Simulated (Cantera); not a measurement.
An adiabatic, constant-volume homogeneous reactor starts with CH4 : O2 : N2 : H2O = 1 : 0.8 : 3.01 : 0.17 (molar parts), at 1548 K and 0.380 bar. Integrator tolerance rtol = 1e-08.

Detailed kinetics in Cantera: GRI-Mech 3.0 (53 species, 325 reactions).

Task: What does this change do: pressure from 0.380 bar to 0.290 bar?

Result: 
```csv
quantity,before,after
time of steepest temperature rise,2.24 ms,2.76 ms
temperature at 0.200 s,2496 K,2485 K
equilibrium temperature,2496 K,2485 K
x(CH4) at 0.200 s,3.16e-11 (gas-phase equilibrium 3.54e-11),1.89e-11 (gas-phase equilibrium 2.12e-11)
x(O2) at 0.200 s,1.03e-5 (gas-phase equilibrium 1.03e-5),1.22e-5 (gas-phase equilibrium 1.22e-5)
x(H2O) at 0.200 s,0.111 (gas-phase equilibrium 0.111),0.110 (gas-phase equilibrium 0.110)
x(N2O) at 0.200 s,4.78e-9 (gas-phase equilibrium 4.78e-9),4.46e-9 (gas-phase equilibrium 4.46e-9)
x(NO2) at 0.200 s,6.86e-10 (gas-phase equilibrium 6.86e-10),7.06e-10 (gas-phase equilibrium 7.06e-10)
```
